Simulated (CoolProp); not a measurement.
Vapour-liquid equilibrium of hydrogen sulfide (1) + propane (2) at 328.6 K; x and y are mole fractions of (1).

The numbers come from the multi-fluid Helmholtz-energy mixture model, Lemmon 2006 and Lemmon 2009; pair parameters Kunz 2012 in CoolProp.

```json
[
 {"x": "0.05", "bubble pressure (MPa)": "2.159", "y at the bubble point": "0.114", "dew pressure at overall composition x (MPa)": "2.023", "liquid density (mol/L)": "10.04"},
 {"x": "0.2", "bubble pressure (MPa)": "2.766", "y at the bubble point": "0.345", "dew pressure at overall composition x (MPa)": "2.362", "liquid density (mol/L)": "10.53"},
 {"x": "0.35", "bubble pressure (MPa)": "3.250", "y at the bubble point": "…", "dew pressure at overall composition x (MPa)": "2.782", "liquid density (mol/L)": "11.28"},
 {"x": "0.5", "bubble pressure (MPa)": "3.627", "y at the bubble point": "…", "dew pressure at overall composition x (MPa)": "…", "liquid density (mol/L)": "…"},
 {"x": "0.65", "bubble pressure (MPa)": "3.896", "y at the bubble point": "0.714", "dew pressure at overall composition x (MPa)": "3.739", "liquid density (mol/L)": "14.03"},
 {"x": "0.8", "bubble pressure (MPa)": "4.045", "y at the bubble point": "0.817", "dew pressure at overall composition x (MPa)": "4.031", "liquid density (mol/L)": "16.28"},
 {"x": "0.95", "bubble pressure (MPa)": "…", "y at the bubble point": "0.943", "dew pressure at overall composition x (MPa)": "4.030", "liquid density (mol/L)": "19.15"}
]
```

**Question.** Fill in the missing entries.

**Answer.** 
- 0.35, y at the bubble point: 0.494
- 0.5, y at the bubble point: 0.611
- 0.5, dew pressure at overall composition x (MPa): 3.269
- 0.5, liquid density (mol/L): 12.40
- 0.95, bubble pressure (MPa): 4.035

y crosses x between x = 0.8 and 0.95: the model has an azeotrope there.

Pair parameters are fitted to limited data, so mixtures are less certain than the pure fluids.
